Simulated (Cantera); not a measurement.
Thermodynamics of fluorocarbon and chlorocarbon gases, feed CH₃F + H₂ + F₂

A closed system holds: 1 mol CH₃F, 12 mol H₂, 0.19 mol F₂, held at 1498 K.

Method: chemical equilibrium by Gibbs-energy minimisation in Cantera with the NASA 1993 tables (ideal gas, pure condensed phases). Candidate condensed phases: C, C₆H₆, C₇H₈, C₈H₁₈; 95 gas species. The numbers say what is thermodynamically allowed, not how fast it happens.

```tsv
P (Pa)	x H₂	x HF	x H	x CH₄	x C₂H₂ (acetylene)	x C₂H₄	n C(graphite)
1	0.898	0.0970	0.00515	2.09e-8	7.91e-6	2.06e-11	1.000
4.20	0.900	0.0971	0.00252	8.83e-8	7.93e-6	8.72e-11	1.000
18	0.902	0.0972	0.00122	3.80e-7	7.94e-6	3.75e-10	1.000
75	0.902	0.0972	0.000596	1.58e-6	7.95e-6	1.56e-9	1.000
320	0.902	0.0972	0.000289	6.76e-6	7.95e-6	6.67e-9	1.000
1300	0.903	0.0972	0.000143	2.75e-5	7.95e-6	2.71e-8	0.999
5600	0.903	0.0973	6.90e-5	0.000118	7.95e-6	1.17e-7	0.998
24000	0.902	0.0973	3.33e-5	0.000507	7.95e-6	5.00e-7	0.993
100000	0.900	0.0975	1.63e-5	0.00210	7.93e-6	2.08e-6	0.970
```
x: gas mole fraction; n: condensed amount in mol.

From 1.00 Pa to 1.00 bar the condensed part is C(graphite). The main C-bearing gas is C₂H₂ (acetylene) at 1.00 Pa and CH₄ at 1.00 bar.
